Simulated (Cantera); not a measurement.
Input (Python, Cantera) and output of one run.

```python
import numpy as np
import cantera as ct

gas_names = """
    H2O H2O2
""".split()
cond_names = """
    Ti3O5(a) Ti3O5(b) Ti3O5(L) Ti2O3(a) Ti2O3(b) Ti2O3(L)
""".split()


# ... load() reads the species with a 1 bar reference pressure and builds the phases ...
species = {s.name: s for s in load("nasa_gas.yaml", gas_names) + load("nasa_condensed.yaml", cond_names)}
# Each term lists the table entries of one substance; the one whose range holds T is used.
reactions = {
    '2 Ti3O5 + H2O(g) = 3 Ti2O3 + H2O2(g)':
        [(-2, ['Ti3O5(a)', 'Ti3O5(b)', 'Ti3O5(L)']), (-1, ['H2O']), (3, ['Ti2O3(a)', 'Ti2O3(b)', 'Ti2O3(L)']), (1, ['H2O2'])],
}


def pick(names, T):
    return next(species[n] for n in names if species[n].thermo.min_temp <= T <= species[n].thermo.max_temp)


results = []
for label, terms in reactions.items():
    print(label)
    print("     T/K   dH/kJ  dS/(J/K)   dG/kJ   log10 K")
    for T in [300, 1523, 1548, 1573, 1598, 1623, 1648]:
        used = [(nu, pick(names, T)) for nu, names in terms]
        dH = sum(nu * s.thermo.h(T) for nu, s in used) / 1e6
        dS = sum(nu * s.thermo.s(T) for nu, s in used) / 1e3
        dG = dH - T * dS / 1e3
        logK = -dG * 1e6 / (ct.gas_constant * T * np.log(10))
        results.append((label, T, dH, dS, dG, logK, [s.name for _, s in used]))
        print(f"{T:8g} {dH:8.1f} {dS:8.1f} {dG:8.1f} {logK:8.2f}")
```

Result:

```
2 Ti3O5 + H2O(g) = 3 Ti2O3 + H2O2(g)
     T/K   dH/kJ  dS/(J/K)   dG/kJ   log10 K
     300    461.4     19.5    455.6   -79.32
    1523    476.1     13.8    455.0   -15.61
    1548    476.1     13.9    454.7   -15.34
    1573    476.2     13.9    454.3   -15.09
    1598    476.1     13.9    454.0   -14.84
    1623    476.0     13.8    453.6   -14.60
    1648    475.9     13.7    453.3   -14.37
```

Standard-state values (1 bar) from the NASA 1993 polynomials, evaluated with Cantera. Condensed species are held in their standard states even where they would react or evaporate.
